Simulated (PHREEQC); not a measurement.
Synthetic water in mg/L, 34 °C, pH 7.4, pe -1.1: Na 0.00714; K 0.00302; Ca 0.0288; Mg 0.00112; Cl 0.015; S(6) as SO4 0.0446; Alkalinity as HCO3 0.0389; B 0.000174; Ba 0.000873; Mn(2) 0.00215.

Cl is adjusted to close the charge balance.
Valence states are taken as typed.

Computed with PHREEQC (ion-association model, wateq4f.dat).

This is a speciation only: nothing precipitates in the calculation.

### Question
Predict the ionic strength.

### Answer
ionic strength 3.32e-6 mol/kgw.

### Question
In which forms is C present?

### Answer
HCO3- 92 %, CO2 7.5 % of the C.
